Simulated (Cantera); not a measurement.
A closed system holds: 1 mol Al(CH₃)₃, 2.6 mol N₂O, 34 mol H₂, at 1148 K and 1.33 mbar.

These are equilibrium values from Cantera (NASA tables, ideal gas, pure condensed phases), not measurements of a reactor. Candidate condensed phases: Al, AlN, Al₂O₃, C, C₆H₆, C₇H₈, C₈H₁₈, H₂O; 148 gas species. The feed counts by its element totals alone. Equilibrium is a limit: real reactors are often held back by kinetics, nucleation or transport.

Question: What is the equilibrium state?

Answer: 
* **x(H₂)**: 0.912
* **x(N₂)**: 0.0616
* **x(CO)**: 0.0261
* **x(CH₄)**: 2.64e-5
* **x(HCN)**: 9.67e-6
* **x(H)**: 1.87e-6
* **x(H₂O)**: 1.52e-6
* **n(Al₂O₃(s))**: 0.500 mol
* **n(C(graphite))**: 1.90 mol
* **gas amount**: 42.20 mol
* **log10 activity of Al(l) (absent)**: -8.61
